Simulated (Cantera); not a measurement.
Charge: 1 mol Si3N4, 0.36 mol O2, 3.6 mol N2, held at 1600 K and 1000 Pa.

Equilibrium computed with Cantera from the NASA thermochemical tables; the gas is ideal and each condensed phase is pure. Candidate condensed phases: Si, SiO2, Si2N2O, Si3N4; 16 gas species. Mutual solubility and eutectic melting of coexisting phases are not modelled. The numbers say what is thermodynamically allowed, not how fast it happens.

Base state: N2 1.000, SiO 0.000261 (mole fractions); condensed: Si2N2O(s) + Si3N4(s).

Question: What changes in the equilibrium state with this change: Si3N4 replaced by Si?

Answer: 
| species | before | after |
|---|---|---|
| N2 | 1.000 | 0.987 |
| SiO | 0.000261 | 0.0127 |
| Si2N2O(s), mol | 0.719 | 0.413 |
| Si3N4(s), mol | 0.520 | 0 |
| SiO2(β-quartz), mol | 0 | 0.133 |
The tables hold silica as quartz up to 1696 K and as liquid above; real silica turns to tridymite and cristobalite and melts near 1996 K.
